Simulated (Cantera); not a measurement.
A closed system holds: 1 mol Si2Cl6, 0.2 mol Cl2, 34 mol N2, at 0.110 bar.

Equilibrium computed with Cantera from the NASA thermochemical tables; the gas is ideal and each condensed phase is pure. Candidate condensed phases: Si, Si3N4; 13 gas species. The feed counts by its element totals alone. N2 is the only nitrogen source here; it is nearly inert below about 1500 K, so the nitride shown seldom forms there in practice. Equilibrium is a limit: real reactors are often held back by kinetics, nucleation or transport.

Over these rows the condensed part is Si3N4(s). Partial pressures as log10 of bar:

```tsv
T (K)	1000/T (1/K)	log p SiCl2	log p N2	log p SiCl4
925	1.0811	-8.72	-0.98	-2.30
975	1.0256	-7.90	-0.98	-2.30
1025	0.9756	?	-0.98	-2.30
1075	0.9302	-6.50	-0.98	-2.30
1125	0.8889	-5.89	-0.98	-2.30
1175	0.8511	-5.34	-0.98	-2.31
```

Q: Fit log p(SiCl2) = a + b·(1000/T) to the five rows, give the apparent enthalpy, and predict the row at 1025 K.

A: Means: 1000/T = 0.9554, log p = -6.870. Sxy = -0.538924, Sxx = 0.0366643, so b = -14.70 and a = -6.870 − (-14.70)×0.9554 = 7.17.
Apparent enthalpy: −19.145 × (-14.70) = 281 kJ/mol. With the condensed phases at unit activity, 1/6 Si3N4(s) + 1/2 SiCl4(g) = SiCl2(g) + 1/3 N2(g) links this pressure to the main gases: over the six rows their terms move log p by -0.01 in all, so the slope is close to that reaction's ΔH°. The five rows lie within 0.01 of the line.
Prediction at 1025 K: 7.17 + (-14.70)×0.9756 = -7.17. The computed value is -7.17, 0.00 from the line.
